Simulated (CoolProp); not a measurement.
2000 sccm (0 °C, 1 atm) of nitrogen bubbles through liquid n-perfluorohexane at 289.3 K and leaves saturated at a total pressure of 0.15 MPa (ideal gas phase). Each further row changes one setting.

Computed with CoolProp (reference Helmholtz-energy equation of state, Gao 2022).

```
case                      vapour pressure (kPa)  mole fraction of vapour  delivery (mg/min)  delivery (sccm)  change of delivery for a bath 1 K warmer (%)
------------------------  ---------------------  -----------------------  -----------------  ---------------  --------------------------------------------
as stated                                  19.7                    0.131                ___              ___                                           5.6
bath temperature 294.3 K                    ___                    0.165                ___              ___                                           5.6
total pressure 0.3 MPa                     19.7                   0.0655                ___              140                                           5.2
```

Problem. What belongs in the gaps?

Solution. 
- as stated, delivery (mg/min): 4550
- as stated, delivery (sccm): 302
- bath temperature 294.3 K, vapour pressure (kPa): 24.8
- bath temperature 294.3 K, delivery (mg/min): 5970
- bath temperature 294.3 K, delivery (sccm): 396
- total pressure 0.3 MPa, delivery (mg/min): 2120
